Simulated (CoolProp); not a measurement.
Vapour-liquid equilibrium of carbon dioxide (1) + CH2F2 (R32) (2) at -30.15 °C; x and y are mole fractions of (1).

Model: multi-fluid Helmholtz-energy mixture model, Span 1996 and Tillner-Roth 1997; pair parameters Bell 2016, in CoolProp.

```csv
x,bubble pressure (kPa),y at the bubble point,dew pressure at overall composition x (kPa),liquid density (mol/L)
0.05,329.5,0.204,284.1,22.22
0.2,504.2,0.542,328.3,22.50
0.35,677.9,0.711,388.0,22.81
0.5,848.4,0.812,473.2,23.15
0.65,1016,0.883,603.7,23.52
0.8,1185,0.938,823.9,23.91
0.95,1360,0.985,1228,24.32
```

No azeotrope shows between x = 0.05 and 0.95.

The pair parameters rest on a limited set of measurements; away from them the model extrapolates. The gap from Raoult's law changes sign with composition, which may be real or a fault of the pair parameters; it wasn't checked against measurements.
